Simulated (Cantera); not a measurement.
# Thermodynamics of silicon etching in halogen gases, feed Si + NF3 + H2 + HF

Feed: 1 mol Si, 2.6 mol NF3, 13 mol H2, 9.7 mol HF, equilibrated at 1275 °C.

These are equilibrium values from Cantera (NASA tables, ideal gas, pure condensed phases), not measurements of a reactor. Candidate condensed phases: Si, Si3N4; 37 gas species. The tables' values for SiF3, SiF2 are old estimates; treat these amounts as uncertain. Rates play no part.

From 1.00 Pa to 1.00 bar nothing is condensed. The main Si-bearing gas is SiF4 throughout.

| P (Pa) | log p HF | log p H2 | log p N2 | log p SiF4 | log p SiF3 | log p H | log p SiF2 |
|---|---|---|---|---|---|---|---|
| 1 | -5.30 | -5.40 | -6.32 | -6.54 | -7.16 | -7.21 | -8.06 |
| 10 | -4.30 | -4.39 | -5.32 | -5.46 | -6.58 | -6.70 | -7.98 |
| 100 | -3.30 | -3.39 | -4.32 | -4.44 | -6.06 | -6.20 | -7.95 |
| 1000 | -2.30 | -2.38 | -3.32 | -3.43 | -5.55 | -5.70 | -7.94 |
| 10000 | -1.30 | -1.38 | -2.32 | -2.43 | -5.04 | -5.20 | -7.94 |
| 100000 | -0.30 | -0.38 | -1.32 | -1.43 | -4.54 | -4.70 | -7.94 |
log p: log10 of the partial pressure in bar; nothing condenses.
